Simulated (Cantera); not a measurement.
# Low-pressure radical oxidation in H2/O2

An isothermal, constant-pressure homogeneous reactor starts with H2 : O2 : N2 = 0.094 : 1 : 0.11 (molar parts), equivalence ratio 0.047, at 1275 K and 6.98 Torr.

Model: GRI-Mech 3.0 (53 species, 325 reactions), integrated in Cantera. Radical loss at walls, strong at low pressure, is not modelled. The temperature is held fixed by assumption; the heat of reaction is taken as removed at once.

```json
[
 {"t (s)": "0.000300", "x H2": "0.0781", "x O2": "0.831", "x NO2": "<1e-12", "x H": "7.24e-8", "x NO": "<1e-12", "x H2O": "1.22e-7"},
 {"t (s)": "0.000675", "x H2": "0.0781", "x O2": "0.831", "x NO2": "<1e-12", "x H": "1.41e-6", "x NO": "<1e-12", "x H2O": "3.35e-6"},
 {"t (s)": "0.00152", "x H2": "0.0748", "x O2": "0.828", "x NO2": "<1e-12", "x H": "0.000957", "x NO": "<1e-12", "x H2O": "0.00234"},
 {"t (s)": "0.00342", "x H2": "0.00232", "x O2": "0.773", "x NO2": "<1e-12", "x H": "0.0164", "x NO": "1.13e-8", "x H2O": "0.0644"},
 {"t (s)": "0.00770", "x H2": "0.00192", "x O2": "0.775", "x NO2": "<1e-12", "x H": "0.0146", "x NO": "4.57e-8", "x H2O": "0.0662"},
 {"t (s)": "0.0173", "x H2": "0.00172", "x O2": "0.781", "x NO2": "1.87e-12", "x H": "0.0120", "x NO": "1.08e-7", "x H2O": "0.0682"},
 {"t (s)": "0.0390", "x H2": "0.00134", "x O2": "0.792", "x NO2": "4.07e-12", "x H": "0.00793", "x NO": "1.94e-7", "x H2O": "0.0716"},
 {"t (s)": "0.0877", "x H2": "0.000784", "x O2": "0.806", "x NO2": "8.29e-12", "x H": "0.00338", "x NO": "2.67e-7", "x H2O": "0.0758"},
 {"t (s)": "0.197", "x H2": "0.000299", "x O2": "0.817", "x NO2": "1.81e-11", "x H": "0.000770", "x NO": "2.96e-7", "x H2O": "0.0790"},
 {"t (s)": "0.444", "x H2": "7.85e-5", "x O2": "0.822", "x NO2": "4.20e-11", "x H": "0.000102", "x NO": "3.01e-7", "x H2O": "0.0804"},
 {"t (s)": "1.00", "x H2": "1.81e-5", "x O2": "0.823", "x NO2": "7.93e-11", "x H": "1.13e-5", "x NO": "3.02e-7", "x H2O": "0.0809"}
]
```
x: mole fraction; the columns are a selection and need not sum to one.

Equilibrium at this temperature and pressure: H2 5.16e-8, O2 0.824, NO2 5.31e-7, H 1.75e-9, NO 0.000232, H2O 0.0812 (gas phase only).
